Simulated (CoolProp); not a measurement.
Properties of decamethyltetrasiloxane (MD2M) at several states.

The numbers come from the reference Helmholtz-energy equation of state, Thol 2017 in CoolProp.

| T (K) | p (MPa) | phase | Z | speed of sound (m/s) | expansivity (1/kK) |
|---|---|---|---|---|---|
| 359.8 | 0.0158 | liquid | 0.002085 | 735.7 | 1.294 |
| 431.4 | 0.0155 | gas | 0.9861 | 106.8 | 2.429 |
| 488.4 | 3.52 | liquid | 0.4069 | 452.3 | 1.712 |
| 439.2 | 0.262 | liquid | 0.03174 | 514.3 | 1.649 |
| 445.7 | 1.21 | liquid | 0.1451 | 513.4 | 1.623 |
| 457.9 | 0.0115 | gas | 0.9916 | 110.6 | 2.247 |
